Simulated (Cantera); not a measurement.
A closed system holds: 1 mol SiO2, 3.2 mol CH4, 0.17 mol H2, held at 1.00 bar.

Cantera equilibrium calculation (NASA polynomials, part measured and part estimated; ideal gas, pure solids and liquids). Candidate condensed phases: C, C6H6, C7H8, C8H18, H2O, Si, SiC, SiO2; 123 gas species. Mutual solubility and eutectic melting of coexisting phases are not modelled. The tables hold silica as quartz up to 1696 K and as liquid above; real silica turns to tridymite and cristobalite and melts near 1996 K. Gases not in the tables: Si2H6 and higher silanes. Rates play no part.

x: gas mole fraction; n: condensed amount in mol.

| T (K) | x H2 | x CO | x H | x C2H2 (acetylene) | x SiO | x CH4 | x Si | n C(graphite) | n SiC(s) | n SiO2(β-quartz) |
|---|---|---|---|---|---|---|---|---|---|---|
| 1375 | 0.993 | 0.00254 | 3.41e-6 | 1.76e-6 | 2.81e-6 | ___ | 1.76e-12 | 3.14 | 0.00836 | 0.992 |
| 1475 | 0.982 | 0.0150 | 1.29e-5 | 6.55e-6 | 2.65e-5 | ___ | 3.79e-11 | 3.03 | 0.0500 | 0.950 |
| 1575 | 0.928 | 0.0705 | 4.00e-5 | 1.96e-5 | 0.000186 | ___ | 5.53e-10 | 2.44 | 0.248 | 0.750 |
| 1675 | 0.766 | 0.233 | 0.000102 | 4.45e-5 | 0.000877 | ___ | 5.83e-9 | 0.209 | 0.992 | 0 |
| 1775 | 0.766 | 0.232 | 0.000253 | 0.000109 | 0.00120 | ___ | 4.71e-8 | 0.215 | 0.990 | 0 |
| 1875 | 0.765 | 0.232 | 0.000573 | 0.000243 | 0.00158 | ___ | 3.03e-7 | 0.220 | 0.986 | 0 |
| 1975 | 0.765 | 0.231 | 0.00120 | 0.000497 | 0.00203 | ___ | 1.61e-6 | 0.224 | 0.983 | 0 |
| 2075 | 0.763 | 0.231 | 0.00233 | 0.000947 | 0.00254 | ___ | 7.30e-6 | 0.226 | 0.978 | 0 |
| 2175 | 0.761 | 0.230 | 0.00426 | 0.00170 | 0.00310 | ___ | 2.87e-5 | 0.223 | 0.973 | 0 |
| 2275 | 0.757 | 0.229 | 0.00739 | 0.00288 | 0.00372 | ___ | 9.97e-5 | 0.214 | 0.966 | 0 |
| 2375 | 0.751 | 0.227 | 0.0122 | 0.00466 | 0.00439 | ___ | 0.000312 | 0.197 | 0.957 | 0 |
| 2475 | 0.741 | 0.226 | 0.0194 | 0.00720 | 0.00508 | ___ | 0.000887 | 0.171 | 0.941 | 0 |
| 2575 | 0.726 | 0.223 | 0.0295 | 0.0107 | 0.00580 | ___ | 0.00233 | 0.135 | 0.909 | 0 |

Task: Fill in the missing entries.

Result: 
- 1375, x CH4: 0.00490
- 1475, x CH4: 0.00280
- 1575, x CH4: 0.00156
- 1675, x CH4: 0.000706
- 1775, x CH4: 0.000491
- 1875, x CH4: 0.000355
- 1975, x CH4: 0.000266
- 2075, x CH4: 0.000204
- 2175, x CH4: 0.000161
- 2275, x CH4: 0.000129
- 2375, x CH4: 0.000105
- 2475, x CH4: 8.58e-5
- 2575, x CH4: 7.04e-5
